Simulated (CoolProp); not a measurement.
n-dodecane along the isotherm 204.05 °C: Z from the reference equation and from simpler models built on Tc = 385.0 °C, pc = 1.818 MPa, ω = 0.574; each cubic takes its own stable root.

Values from CoolProp's reference Helmholtz-energy equation of state, Lemmon 2004. It is a short technical equation, of lower accuracy than the large ones.

```json
[
 {"p (MPa)": "0.0575", "phase": "gas", "reference": "0.9559"},
 {"p (MPa)": "0.0844", "phase": "liquid", "reference": "0.005987"},
 {"p (MPa)": "0.124", "phase": "liquid", "reference": "0.008794"},
 {"p (MPa)": "0.182", "phase": "liquid", "reference": "0.01290"},
 {"p (MPa)": "0.267", "phase": "liquid", "reference": "0.01892"},
 {"p (MPa)": "0.392", "phase": "liquid", "reference": "0.02777"},
 {"p (MPa)": "0.575", "phase": "liquid", "reference": "0.04070"},
 {"p (MPa)": "0.844", "phase": "liquid", "reference": "0.05968"},
 {"p (MPa)": "1.24", "phase": "liquid", "reference": "0.08754"},
 {"p (MPa)": "1.82", "phase": "liquid", "reference": "0.1282"},
 {"p (MPa)": "2.67", "phase": "liquid", "reference": "0.1874"},
 {"p (MPa)": "3.92", "phase": "liquid", "reference": "0.2739"},
 {"p (MPa)": "5.75", "phase": "liquid", "reference": "0.3993"},
 {"p (MPa)": "8.44", "phase": "liquid", "reference": "0.5810"},
 {"p (MPa)": "12.4", "phase": "liquid", "reference": "0.8439"},
 {"p (MPa)": "18.2", "phase": "liquid", "reference": "1.221"}
]
```

How far does each simpler model (van der Waals, Soave-Redlich-Kwong, Peng-Robinson) lie from the reference over these 16 states: mean and median of the absolute difference, and the worst?


- van der Waals: mean 2648.9 %, median 87.5 %, worst +16100.1 % at 204.05 °C and 0.0844 MPa
- Soave-Redlich-Kwong: mean 19.3 %, median 20.9 %, worst +21.4 % at 204.05 °C and 0.0844 MPa
- Peng-Robinson: mean 6.5 %, median 7.0 %, worst +7.3 % at 204.05 °C and 0.0844 MPa

At some of these states van der Waals gives the other phase, because its saturation line lies elsewhere.
